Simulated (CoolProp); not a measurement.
C3F8 (R218) at 255.52 K and 0.177 MPa is throttled through a valve to 0.0773 MPa with no heat exchange. Each further row changes one setting.

Model: reference Helmholtz-energy equation of state, Lemmon 2006, in CoolProp. It is a short technical equation, of lower accuracy than the large ones.

```tsv
case	temperature change (K)	final density (kg/m³)
as stated	-2.4	7.12
outlet pressure 0.0232 MPa	[?]	[?]
outlet pressure 0.1 MPa	[?]	[?]
```

**Question.** Complete the blanks.

**Answer.** 
- outlet pressure 0.0232 MPa, temperature change (K): -3.7
- outlet pressure 0.0232 MPa, final density (kg/m³): 2.10
- outlet pressure 0.1 MPa, temperature change (K): -1.9
- outlet pressure 0.1 MPa, final density (kg/m³): 9.28
